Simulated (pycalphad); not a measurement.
Freezing of Sn-Si alloys with rising Si

All values are pycalphad results on the COST 507 light-alloy database (1999) (1 atm), not direct measurements. These are 1990s assessments: newer ones move some temperatures and phases. Phase fractions are per mole of atoms.

Scheil-Gulliver runs (no diffusion in the solid, steps of 2 K) beside full equilibrium.

| alloy | liquidus (°C) | Scheil, half solid (°C) | Scheil, 80 % solid (°C) | Scheil, invariant end (°C) | liquid left at that end | equilibrium solidus (°C) |
|---|---|---|---|---|---|---|
| Sn-0.37Si (at.%) | 733 | at the invariant end | at the invariant end | 232 | 1.00 | 232 |
| Sn-0.74Si (at.%) | 810 | at the invariant end | at the invariant end | 232 | 0.99 | 232 |
| Sn-1.11Si (at.%) | 860 | at the invariant end | at the invariant end | 232 | 0.99 | 232 |
| Sn-1.48Si (at.%) | 898 | at the invariant end | at the invariant end | 232 | 0.99 | 232 |
